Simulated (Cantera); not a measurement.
A closed system holds: 1 mol toluene, 0.21 mol CO₂, 1.6 mol N₂, 61 mol H₂, equilibrated at 0.0100 bar.

Method: chemical equilibrium by Gibbs-energy minimisation in Cantera with the NASA 1993 tables (ideal gas, pure condensed phases). Candidate condensed phases: C, C₆H₆, C₇H₈, C₈H₁₈, H₂O; 136 gas species. The numbers say what is thermodynamically allowed, not how fast it happens.

x: gas mole fraction; n: condensed amount in mol.

| T (K) | x H₂ | x H | x N₂ | x C₂H₂ (acetylene) | n C(graphite) |
|---|---|---|---|---|---|
| 2273 | 0.886 | 0.0791 | 0.0202 | 0.00334 | 5.93 |
| 2323 | 0.863 | 0.101 | 0.0195 | 0.00418 | 5.75 |
| 2373 | 0.835 | 0.128 | 0.0188 | 0.00514 | 5.54 |
| 2423 | 0.803 | … | 0.0181 | … | 5.29 |
| 2473 | 0.766 | 0.195 | 0.0173 | 0.00738 | 5.02 |
| 2523 | 0.723 | 0.236 | 0.0164 | 0.00861 | 4.71 |
| 2573 | 0.676 | … | 0.0155 | … | … |
| 2623 | 0.625 | 0.333 | 0.0146 | 0.0111 | 3.95 |
| 2673 | 0.569 | 0.387 | 0.0137 | 0.0122 | 3.48 |
| 2723 | 0.512 | 0.443 | 0.0127 | 0.0131 | 2.90 |
| 2773 | 0.453 | 0.500 | 0.0118 | 0.0138 | 2.13 |
| 2823 | 0.394 | 0.556 | 0.0110 | 0.0142 | 1.05 |

Q: Complete the blanks.

A: 
- 2423, x H: 0.159
- 2423, x C₂H₂ (acetylene): 0.00621
- 2573, x H: 0.282
- 2573, x C₂H₂ (acetylene): 0.00986
- 2573, n C(graphite): 4.35
